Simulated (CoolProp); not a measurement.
A Linde-Hampson liquefier for methane: isothermal reversible compression at 280 K from 1 atm to 40 MPa, throttling to 1 atm, return gas leaving the recuperator 10 K below the feed. Each further row changes one setting.

Computed with CoolProp (reference Helmholtz-energy equation of state, Setzmann 1991).

```json
[
 {"case": "as stated", "liquid yield per pass": "___", "compression work (kJ/kg of gas)": "803"},
 {"case": "high pressure 80 MPa", "liquid yield per pass": "___", "compression work (kJ/kg of gas)": "934"},
 {"case": "warm-end temperature 310 K", "liquid yield per pass": "___", "compression work (kJ/kg of gas)": "___"},
 {"case": "warm-end gap 15 K", "liquid yield per pass": "___", "compression work (kJ/kg of gas)": "803"}
]
```

Q: Some entries are withheld; supply them.

A: 
- as stated, liquid yield per pass: 0.269
- high pressure 80 MPa, liquid yield per pass: 0.235
- warm-end temperature 310 K, liquid yield per pass: 0.212
- warm-end temperature 310 K, compression work (kJ/kg of gas): 914
- warm-end gap 15 K, liquid yield per pass: 0.260
